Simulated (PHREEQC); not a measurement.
KOH is added in steps, without added water, to 1 kg of water holding 0.065 mol ZnSO4 and 3.1e-05 mol H2SO4, at 30 °C. Oxygen alone is held at its pressure in air (log pO2 = -0.68). No CO2 enters from the air. Nothing may precipitate in this run.

Base run: PHREEQC, ion-association model, wateq4f.dat. Each further column changes one thing. The table gives Zn+2 (mol/kgw).

```tsv
KOH added (mol)	base	metal-ligand complexes left out	Debye-Hückel limiting law	all activity coefficients set to 1
0	0.0330	0.0650	0.0536	0.0158
0.02625	0.0230	0.0482	0.0396	0.00893
0.04375	0.0178	0.0387	0.0316	0.00615
0.07	0.0111	0.0253	…	0.00332
0.09625	0.00552	…	0.0107	0.00149
0.1138	0.00239	0.00539	0.00476	0.000622
0.14	9.48e-6	1.03e-5	3.51e-5	…
```

Question: What belongs in the gaps?

Answer: 
- 0.07, Debye-Hückel limiting law: 0.0206
- 0.09625, metal-ligand complexes left out: 0.0129
- 0.14, all activity coefficients set to 1: 1.61e-6

In at least one series the solution becomes supersaturated in solids that the run did not let form, among them Zn(OH)2-e, Zn4(OH)6SO4.
